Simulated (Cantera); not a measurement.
**Metals in furnace atmospheres: Pb + H2O + H2**

Feed: 1 mol Pb, 4.5 mol H2O, 39 mol H2, held at 1350 K and 32.0 mbar.

These are equilibrium values from Cantera (NASA tables, ideal gas, pure condensed phases), not measurements of a reactor. Candidate condensed phases: H2O, Pb, PbO, PbO2, Pb3O4; 12 gas species. The numbers say what is thermodynamically allowed, not how fast it happens.

```json
{
 "x(H2)": "0.876",
 "x(H2O)": "0.101",
 "x(Pb)": "0.0225",
 "x(H)": "1.25e-5",
 "gas_amount": "44.50 mol",
 "log10 activity of Pb(l) (absent)": "-0.83"
}
```
